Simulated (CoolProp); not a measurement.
Values from CoolProp's reference Helmholtz-energy equation of state, Gedanitz 2015.

For cyclopentane, give the phase and the cp (kJ/(kg K)), isothermal compressibility (1/MPa), expansivity (1/kK), conductivity (mW/(m K)) at 31.65 °C and 0.286 MPa.


- 31.65 °C and 0.286 MPa: liquid; cp 1.84, isothermal compressibility 0.00141, expansivity 1.37, conductivity 124

Thermal conductivity comes from a separate model (Vassiliou 2015).
